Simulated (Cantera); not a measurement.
# Thermodynamics of carbon deposition, reforming and gasification, feed C6H6 + CO2

A closed system holds: 1 mol C6H6, 0.61 mol CO2, held at 0.0100 bar.

Method: chemical equilibrium by Gibbs-energy minimisation in Cantera with the NASA 1993 tables (ideal gas, pure condensed phases). Candidate condensed phases: C, C6H6, C7H8, C8H18, H2O; 110 gas species. The numbers say what is thermodynamically allowed, not how fast it happens.

| T (°C) | x H2 | x CO | x H | x C2H2 (acetylene) | x C2H | x C4H2 | n C(graphite) |
|---|---|---|---|---|---|---|---|
| 1650 | 0.704 | 0.288 | 0.00790 | 0.000318 | 5.08e-8 | 5.73e-8 | 5.39 |
| 1675 | 0.702 | 0.288 | 0.00947 | 0.000379 | 7.97e-8 | 8.16e-8 | 5.39 |
| 1700 | 0.701 | 0.287 | 0.0113 | 0.000449 | 1.23e-7 | 1.15e-7 | 5.39 |
| 1725 | 0.699 | 0.287 | 0.0134 | 0.000530 | 1.89e-7 | 1.61e-7 | 5.39 |
| 1750 | 0.697 | 0.287 | 0.0159 | 0.000622 | 2.86e-7 | 2.24e-7 | 5.38 |
| 1775 | 0.694 | 0.286 | 0.0187 | 0.000728 | 4.29e-7 | 3.08e-7 | 5.38 |
| 1800 | 0.691 | 0.286 | 0.0219 | 0.000847 | 6.37e-7 | 4.19e-7 | 5.38 |
| 1825 | 0.688 | 0.285 | 0.0255 | 0.000982 | 9.36e-7 | 5.67e-7 | 5.38 |
| 1850 | 0.684 | 0.285 | 0.0297 | 0.00113 | 1.36e-6 | 7.61e-7 | 5.38 |
| 1875 | 0.680 | 0.284 | 0.0344 | 0.00130 | 1.97e-6 | 1.01e-6 | 5.38 |
| 1900 | 0.675 | 0.283 | 0.0397 | 0.00149 | 2.81e-6 | 1.34e-6 | 5.38 |
| 1925 | 0.670 | 0.283 | 0.0456 | 0.00170 | 3.98e-6 | 1.75e-6 | 5.38 |
| 1950 | 0.664 | 0.282 | 0.0522 | 0.00193 | 5.59e-6 | 2.28e-6 | 5.37 |
| 1975 | 0.658 | 0.280 | 0.0596 | 0.00218 | 7.79e-6 | 2.95e-6 | 5.37 |
x: gas mole fraction; n: condensed amount in mol.

From 1650 °C to 1975 °C the condensed part is C(graphite). The main C-bearing gas is CO throughout.
